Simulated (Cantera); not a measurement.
A Cantera script and what it prints.

```python
import numpy as np
import cantera as ct

gas_names = """
    F F2 Mg MgF MgF2 MgN Mg2 Mg2F4 N NF NF2 NF3 N2
""".split()
cond_names = """
    Mg(cr) Mg(L) MgF2(s) MgF2(L)
""".split()


# ... load() reads the species with a 1 bar reference pressure and builds the phases ...
atoms = {
    'MgF2': {'Mg': 1, 'F': 2},
    'N2': {'N': 2},
}
top_T = {}  # K; cautious upper limits of use, not melting points


# ... equilibrate(T, P, feed) seeds the gas with the atoms and calls Mixture.equilibrate('TP', solver="vcs", rtol=1e-11, max_steps=5000) ...
results = []
feed = {'MgF2': 1, 'N2': 430}  # mol
for P in [0.1, 0.46, 2.2, 10, 46, 220, 1000, 4600, 22000, 100000]:
    for T in [973, 998, 1023, 1048, 1073, 1098, 1123, 1148, 1173, 1198, 1223, 1248, 1273, 1298]:
        mix = equilibrate(T, P, feed)
        results.append((T, P, feed, dict(zip(mix.species_names, mix.species_moles))))

for T, P, feed, n in results:
    print(f"{T:7g} {P:10.4g}  " + (" + ".join(c for c in cond_names if n.get(c, 0) > 1e-12) or "gas only"))
```

Result:

```
    973        0.1  MgF2(s)
    998        0.1  MgF2(s)
   1023        0.1  MgF2(s)
   1048        0.1  MgF2(s)
   1073        0.1  MgF2(s)
   1098        0.1  MgF2(s)
   1123        0.1  MgF2(s)
   1148        0.1  gas only
   1173        0.1  gas only
   1198        0.1  gas only
   1223        0.1  gas only
   1248        0.1  gas only
   1273        0.1  gas only
   1298        0.1  gas only
    973       0.46  MgF2(s)
    998       0.46  MgF2(s)
   1023       0.46  MgF2(s)
   1048       0.46  MgF2(s)
   1073       0.46  MgF2(s)
   1098       0.46  MgF2(s)
   1123       0.46  MgF2(s)
   1148       0.46  MgF2(s)
   1173       0.46  gas only
   1198       0.46  gas only
   1223       0.46  gas only
   1248       0.46  gas only
   1273       0.46  gas only
   1298       0.46  gas only
    973        2.2  MgF2(s)
    998        2.2  MgF2(s)
   1023        2.2  MgF2(s)
   1048        2.2  MgF2(s)
   1073        2.2  MgF2(s)
   1098        2.2  MgF2(s)
   1123        2.2  MgF2(s)
   1148        2.2  MgF2(s)
   1173        2.2  MgF2(s)
   1198        2.2  MgF2(s)
   1223        2.2  gas only
   1248        2.2  gas only
   1273        2.2  gas only
   1298        2.2  gas only
    973         10  MgF2(s)
    998         10  MgF2(s)
   1023         10  MgF2(s)
   1048         10  MgF2(s)
   1073         10  MgF2(s)
   1098         10  MgF2(s)
   1123         10  MgF2(s)
   1148         10  MgF2(s)
   1173         10  MgF2(s)
   1198         10  MgF2(s)
   1223         10  MgF2(s)
   1248         10  MgF2(s)
   1273         10  gas only
   1298         10  gas only
    973         46  MgF2(s)
    998         46  MgF2(s)
   1023         46  MgF2(s)
   1048         46  MgF2(s)
   1073         46  MgF2(s)
   1098         46  MgF2(s)
   1123         46  MgF2(s)
   1148         46  MgF2(s)
   1173         46  MgF2(s)
   1198         46  MgF2(s)
   1223         46  MgF2(s)
   1248         46  MgF2(s)
   1273         46  MgF2(s)
   1298         46  MgF2(s)
    973        220  MgF2(s)
    998        220  MgF2(s)
   1023        220  MgF2(s)
   1048        220  MgF2(s)
   1073        220  MgF2(s)
   1098        220  MgF2(s)
   1123        220  MgF2(s)
   1148        220  MgF2(s)
   1173        220  MgF2(s)
   1198        220  MgF2(s)
   1223        220  MgF2(s)
   1248        220  MgF2(s)
   1273        220  MgF2(s)
   1298        220  MgF2(s)
    973       1000  MgF2(s)
    998       1000  MgF2(s)
   1023       1000  MgF2(s)
   1048       1000  MgF2(s)
   1073       1000  MgF2(s)
   1098       1000  MgF2(s)
   1123       1000  MgF2(s)
   1148       1000  MgF2(s)
   1173       1000  MgF2(s)
   1198       1000  MgF2(s)
   1223       1000  MgF2(s)
   1248       1000  MgF2(s)
   1273       1000  MgF2(s)
   1298       1000  MgF2(s)
    973       4600  MgF2(s)
    998       4600  MgF2(s)
   1023       4600  MgF2(s)
   1048       4600  MgF2(s)
   1073       4600  MgF2(s)
   1098       4600  MgF2(s)
   1123       4600  MgF2(s)
   1148       4600  MgF2(s)
   1173       4600  MgF2(s)
   1198       4600  MgF2(s)
   1223       4600  MgF2(s)
   1248       4600  MgF2(s)
   1273       4600  MgF2(s)
   1298       4600  MgF2(s)
    973    2.2e+04  MgF2(s)
    998    2.2e+04  MgF2(s)
   1023    2.2e+04  MgF2(s)
   1048    2.2e+04  MgF2(s)
   1073    2.2e+04  MgF2(s)
   1098    2.2e+04  MgF2(s)
   1123    2.2e+04  MgF2(s)
   1148    2.2e+04  MgF2(s)
   1173    2.2e+04  MgF2(s)
   1198    2.2e+04  MgF2(s)
   1223    2.2e+04  MgF2(s)
   1248    2.2e+04  MgF2(s)
   1273    2.2e+04  MgF2(s)
   1298    2.2e+04  MgF2(s)
    973      1e+05  MgF2(s)
    998      1e+05  MgF2(s)
   1023      1e+05  MgF2(s)
   1048      1e+05  MgF2(s)
   1073      1e+05  MgF2(s)
   1098      1e+05  MgF2(s)
   1123      1e+05  MgF2(s)
   1148      1e+05  MgF2(s)
   1173      1e+05  MgF2(s)
   1198      1e+05  MgF2(s)
   1223      1e+05  MgF2(s)
   1248      1e+05  MgF2(s)
   1273      1e+05  MgF2(s)
   1298      1e+05  MgF2(s)
```

Cantera equilibrium calculation (NASA polynomials, part measured and part estimated; ideal gas, pure solids and liquids).
